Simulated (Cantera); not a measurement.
An adiabatic, constant-pressure homogeneous reactor starts with CH4 : CO : O2 : N2 = 1 : 0.07 : 3.63 : 13.7 (molar parts), equivalence ratio 0.56, at 1600 K and 5.10 bar.

Cantera simulation using GRI-Mech 3.0 (53 species, 325 reactions); the numbers are that mechanism's predictions, not measurements.

### Question
Predict: time of steepest temperature rise; temperature at 0.400 s; equilibrium temperature; x(CO) at 0.400 s; x(O2) at 0.400 s; x(H2) at 0.400 s.

### Answer
```json
{
 "time_of_steepest_temperature_rise": "0.111 ms",
 "temperature at 0.400 s": "2594 K",
 "equilibrium_temperature": "2594 K",
 "x(CO) at 0.400 s": "0.00501 (gas-phase equilibrium 0.00501)",
 "x(O2) at 0.400 s": "0.0777 (gas-phase equilibrium 0.0777)",
 "x(H2) at 0.400 s": "0.00149 (gas-phase equilibrium 0.00149)"
}
```
